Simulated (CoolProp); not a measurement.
CHF3 (R23) at several states: fugacity coefficient from the reference equation and from simpler models built on Tc = 26.1 °C, pc = 4.832 MPa, ω = 0.263; each cubic takes its own stable root.

Model: reference Helmholtz-energy equation of state, Penoncello 2003, in CoolProp.

```csv
T (°C),p (MPa),phase,reference
-17.45,0.0339,gas,0.9956
28.75,0.136,gas,0.9901
-8.25,3.82,liquid,0.4242
-125.95,0.0169,liquid,0.1894
122.95,0.0351,gas,0.9990
194.85,21.4,supercritical,0.7938
```

Question: How far does each simpler model (van der Waals, Soave-Redlich-Kwong, Peng-Robinson) lie from the reference over these 6 states: mean and median of the absolute difference, and the worst?

Answer: 
- van der Waals: mean 79.8 %, median 5.6 %, worst +425.2 % at -125.95 °C and 0.0169 MPa
- Soave-Redlich-Kwong: mean 3.5 %, median 2.6 %, worst +9.5 % at 194.85 °C and 21.4 MPa
- Peng-Robinson: mean 0.9 %, median 0.9 %, worst +2.0 % at 194.85 °C and 21.4 MPa

At some of these states van der Waals gives the other phase, because its saturation line lies elsewhere.
